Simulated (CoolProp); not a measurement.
C2F6 (R116) along the isotherm 425 K: Z from the reference equation and from simpler models built on Tc = 293.0 K, pc = 3.048 MPa, ω = 0.257; each cubic takes its own stable root.

Computed with CoolProp (reference Helmholtz-energy equation of state, Lemmon 2006). It is a short technical equation, of lower accuracy than the large ones.

| p (MPa) | phase | reference | Redlich-Kwong | Peng-Robinson |
|---|---|---|---|---|
| 1.27 | gas | 0.9663 | 0.9550 | 0.9592 |
| 2.54 | gas | 0.9346 | 0.9115 | 0.9225 |
| 3.81 | supercritical | 0.9056 | 0.8707 | 0.8906 |
| 5.08 | supercritical | 0.8799 | 0.8343 | 0.8644 |
| 6.35 | supercritical | 0.8585 | 0.8046 | 0.8446 |
| 7.62 | supercritical | 0.8424 | 0.7832 | 0.8313 |
| 8.89 | supercritical | 0.8322 | 0.7713 | 0.8243 |
| 10.2 | supercritical | 0.8283 | 0.7685 | 0.8232 |
| 11.4 | supercritical | 0.8306 | 0.7731 | 0.8268 |
| 12.7 | supercritical | 0.8388 | 0.7844 | 0.8349 |
| 14 | supercritical | 0.8523 | 0.8005 | 0.8465 |
| 15.2 | supercritical | 0.8686 | 0.8185 | 0.8598 |
